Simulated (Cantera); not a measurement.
Input: 1 mol B₂O₃, a varied amount of H₂, at 1550 °C and 120 Torr.

These are equilibrium values from Cantera (NASA tables, ideal gas, pure condensed phases), not measurements of a reactor. Candidate condensed phases: B, B₂O₃, B₃O₃H₃, H₂O; 23 gas species. Kinetics and transport are ignored.

What share of the B ends up in condensed phases as a function of n(H₂) (mol), at 2.6, 3.9, 6, 9.1, 14, 21, 32, 49, 74, 110, 170?


```
n(H₂) (mol)  B condensed (%)       as
-----------  ---------------  -------
2.6                     82.0  B₂O₃(l)
3.9                     73.0  B₂O₃(l)
6                       58.5  B₂O₃(l)
9.1                     37.0  B₂O₃(l)
14                       3.1  B₂O₃(l)
21                       0.0        -
32                       0.0        -
49                       0.0        -
74                       0.0        -
110                      0.0        -
170                      0.0        -
```
